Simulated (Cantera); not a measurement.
Equilibrium for calcination and drying: Ca(OH)2 + CO2

Charge: 1 mol Ca(OH)2, 0.078 mol CO2, at 0.100 bar.

Cantera equilibrium calculation (NASA polynomials, part measured and part estimated; ideal gas, pure solids and liquids). Candidate condensed phases: C, C6H6, C7H8, C8H18, Ca, CaCO3, CaO, Ca(OH)2, H2O; 115 gas species. Kinetics and transport are ignored.

| T (K) | x H2O | x CO2 | x H2 | x O2 | x OH | n CaO(s) |
|---|---|---|---|---|---|---|
| 1225 | 0.928 | 0.0724 | 1.93e-5 | 1.03e-5 | 1.89e-6 | 1.00 |
| 1325 | 0.928 | 0.0723 | 6.59e-5 | 3.56e-5 | 8.62e-6 | 1.00 |
| 1425 | 0.927 | 0.0723 | 0.000190 | 0.000104 | 3.18e-5 | 1.00 |
| 1525 | 0.927 | 0.0722 | 0.000475 | 0.000263 | 9.87e-5 | 1.000 |
| 1625 | 0.926 | 0.0720 | 0.00106 | 0.000595 | 0.000267 | 1.000 |
| 1725 | 0.924 | 0.0717 | 0.00217 | 0.00122 | 0.000642 | 1.000 |
| 1825 | 0.920 | 0.0709 | 0.00409 | 0.00232 | 0.00140 | 1.000 |
| 1925 | 0.914 | 0.0696 | 0.00721 | 0.00411 | 0.00281 | 1.000 |
| 2025 | 0.903 | 0.0674 | 0.0120 | 0.00685 | 0.00525 | 1.000 |
| 2125 | 0.888 | 0.0642 | 0.0190 | 0.0108 | 0.00918 | 1.000 |
x: gas mole fraction; n: condensed amount in mol.

From 1225 K to 2125 K the condensed part is CaO(s).
